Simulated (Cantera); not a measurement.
What does this Cantera script print?

```python
import numpy as np
import cantera as ct

gas_names = """
    F ALF3 CL
""".split()
cond_names = """
    ALCL3(s) ALCL3(L)
""".split()


# ... load() reads the species with a 1 bar reference pressure and builds the phases ...
species = {s.name: s for s in load("nasa_gas.yaml", gas_names) + load("nasa_condensed.yaml", cond_names)}
# Each term lists the table entries of one substance; the one whose range holds T is used.
reactions = {
    'AlCl3 + 3 F(g) = AlF3(g) + 3 Cl(g)':
        [(-1, ['ALCL3(s)', 'ALCL3(L)']), (-3, ['F']), (1, ['ALF3']), (3, ['CL'])],
}


def pick(names, T):
    return next(species[n] for n in names if species[n].thermo.min_temp <= T <= species[n].thermo.max_temp)


results = []
for label, terms in reactions.items():
    print(label)
    print("     T/K   dH/kJ  dS/(J/K)   dG/kJ   log10 K")
    for T in [400, 425, 450, 475, 500, 525, 550]:
        used = [(nu, pick(names, T)) for nu, names in terms]
        dH = sum(nu * s.thermo.h(T) for nu, s in used) / 1e6
        dS = sum(nu * s.thermo.s(T) for nu, s in used) / 1e3
        dG = dH - T * dS / 1e3
        logK = -dG * 1e6 / (ct.gas_constant * T * np.log(10))
        results.append((label, T, dH, dS, dG, logK, [s.name for _, s in used]))
        print(f"{T:8g} {dH:8.1f} {dS:8.1f} {dG:8.1f} {logK:8.2f}")
```

Result:

```
AlCl3 + 3 F(g) = AlF3(g) + 3 Cl(g)
     T/K   dH/kJ  dS/(J/K)   dG/kJ   log10 K
     400   -381.2    177.4   -452.1    59.04
     425   -382.0    175.5   -456.5    56.11
     450   -382.8    173.6   -460.9    53.50
     475   -419.2     95.5   -464.5    51.08
     500   -420.5     92.8   -466.9    48.77
     525   -421.7     90.4   -469.2    46.68
     550   -423.0     88.1   -471.4    44.77
```

Standard-state values (1 bar) from the NASA 1993 polynomials, evaluated with Cantera. Condensed species are held in their standard states even where they would react or evaporate.
